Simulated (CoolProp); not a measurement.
The fluid at 335.38 K and 3.64 MPa flows at 0.59 m/s in a round tube of 20 mm bore and 15 µm roughness, fully developed (64/Re and Nu = 3.66 if laminar; Colebrook and Gnielinski if turbulent). The same conditions are run with several fluids, on thermodynamics alone (safety and materials aside).

Values from CoolProp's reference Helmholtz-energy equation of state of each fluid (R152A: Outcalt 1996; R123: Younglove 1994; p-xylene: Zhou 2012; n-butane: Bücker 2006; R124: de Vries 1995).

| fluid | Reynolds number | Darcy friction factor | pressure drop (Pa/m) | heat-transfer coefficient (W/(m² K)) | mass flow (kg/h) |
|---|---|---|---|---|---|
| R152A | 86300 | 0.0217 | 152 | 1630 | 539 |
| R123 | 55500 | (withheld) | 275 | (withheld) | 920 |
| p-xylene | 23300 | 0.0266 | 192 | 1010 | 552 |
| n-butane | 53200 | 0.0231 | 107 | (withheld) | (withheld) |
| R124 | 85200 | 0.0217 | (withheld) | 1290 | (withheld) |

**Question.** Fill in the missing entries.

**Answer.** 
- R123, Darcy friction factor: 0.0230
- R123, heat-transfer coefficient (W/(m² K)): 1110
- n-butane, heat-transfer coefficient (W/(m² K)): 1280
- n-butane, mass flow (kg/h): 356
- R124, pressure drop (Pa/m): 234
- R124, mass flow (kg/h): 826

Transport values come from each fluid's own correlations; those of R152A, R124 are estimates that may be off by 10 % or more.
